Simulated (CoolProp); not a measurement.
Values from CoolProp's reference Helmholtz-energy equation of state, Lemmon 2016.

### Question
For R115, give the phase and the cv (kJ/(kg K)), fugacity coefficient at 206.15 °C and 6.25 MPa.

### Answer
- 206.15 °C and 6.25 MPa: supercritical; cv 0.876, fugacity coefficient 0.802
